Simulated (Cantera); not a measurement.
An adiabatic, constant-pressure homogeneous reactor starts with C3H8 : O2 : N2 = 1 : 14.3 : 53.7 (molar parts), at 1275 K and 500000 Pa. Integrator tolerance rtol = 1e-08.

Detailed kinetics in Cantera: GRI-Mech 3.0 (53 species, 325 reactions). GRI-Mech 3.0 was tuned for natural gas; its chemistry of propane as a main component is partial and can be far from experiment.

### Question
What does this change do: N2 53.7 to 40 parts?

### Answer
```tsv
quantity	before	after
time of steepest temperature rise	0.588 ms	0.506 ms
temperature at 2.00 s	2040 K	2194 K
equilibrium temperature	2040 K	2194 K
x(C3H8) at 2.00 s	<1e-12 (gas-phase equilibrium <1e-12)	<1e-12 (gas-phase equilibrium <1e-12)
x(O2) at 2.00 s	0.129 (gas-phase equilibrium 0.129)	0.159 (gas-phase equilibrium 0.159)
x(CH2) at 2.00 s	<1e-12 (gas-phase equilibrium <1e-12)	<1e-12 (gas-phase equilibrium <1e-12)
x(CO2) at 2.00 s	0.0427 (gas-phase equilibrium 0.0427)	0.0529 (gas-phase equilibrium 0.0529)
x(N2O) at 2.00 s	8.15e-7 (gas-phase equilibrium 8.15e-7)	1.21e-6 (gas-phase equilibrium 1.21e-6)
x(CH2O) at 2.00 s	<1e-12 (gas-phase equilibrium <1e-12)	<1e-12 (gas-phase equilibrium <1e-12)
```
